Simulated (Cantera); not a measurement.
Charge: 1 mol Ti(OiPr)4, 20 mol H2, held at 1348.15 K.

Equilibrium computed with Cantera from the NASA thermochemical tables; the gas is ideal and each condensed phase is pure. Candidate condensed phases: C, C6H6, C7H8, C8H18, H2O, Ti, TiC, TiO, TiO2, Ti2O3, Ti3O5, Ti4O7; 113 gas species. The feed counts by its element totals alone. Mutual solubility and eutectic melting of coexisting phases are not modelled. TiC: taken at fixed stoichiometry. Rates play no part.

x: gas mole fraction; n: condensed amount in mol.

| P (Pa) | x H2 | x CO | x CH4 | x H2O | x H | n C(graphite) | n TiC(s) | n Ti3O5(s) |
|---|---|---|---|---|---|---|---|---|
| 10 | 0.895 | 0.105 | 4.66e-7 | 5.48e-8 | ___ | 7.00 | 1.00 | 0 |
| 32 | 0.895 | 0.105 | 1.49e-6 | 1.76e-7 | ___ | 7.00 | 1.00 | 0 |
| 100 | 0.895 | 0.105 | 4.67e-6 | 5.49e-7 | ___ | 7.00 | 1.00 | 0 |
| 320 | 0.895 | 0.105 | 1.49e-5 | 1.76e-6 | ___ | 7.00 | 1.00 | 0 |
| 1000 | 0.895 | 0.105 | 4.67e-5 | 5.49e-6 | ___ | 7.00 | 1.00 | 0 |
| 3200 | 0.895 | 0.105 | 0.000149 | 1.76e-5 | ___ | 6.99 | 1.00 | 0 |
| 10000 | 0.894 | 0.105 | 0.000466 | 5.48e-5 | ___ | 6.98 | 1.00 | 0 |
| 32000 | 0.920 | 0.0779 | 0.00158 | 0.000134 | ___ | 8.75 | 0.324 | 0.225 |
| 100000 | 0.930 | 0.0642 | 0.00505 | 0.000348 | ___ | 9.50 | 0 | 0.333 |

Some entries are withheld; supply them.


- 10, x H: 0.000219
- 32, x H: 0.000123
- 100, x H: 6.94e-5
- 320, x H: 3.88e-5
- 1000, x H: 2.19e-5
- 3200, x H: 1.23e-5
- 10000, x H: 6.93e-6
- 32000, x H: 3.93e-6
- 100000, x H: 2.24e-6
